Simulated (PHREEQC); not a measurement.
**City or well water (model solution)**

Synthetic water in mg/kgw, 53 °C, pH 7.31, pe 11.9: Na 10.1; K 6.59; Ca 12.2; Mg 3.75; Cl 20.6; S(6) as SO4 14.4; Alkalinity as HCO3 37.3; F 0.689.

Valence states are taken as typed.

The numbers come from PHREEQC with the ion-association model, wateq4f.dat.

This is a speciation only: nothing precipitates in the calculation.

Estimate the charge-balance error.

charge-balance error -0.1 %.

In which forms is Mg present?

Mg+2 95 %, MgSO4 3.9 %, MgHCO3+ 0.7 % of the Mg.

At this temperature some constants are extrapolated from 25 °C, and those without enthalpy data are left unchanged.
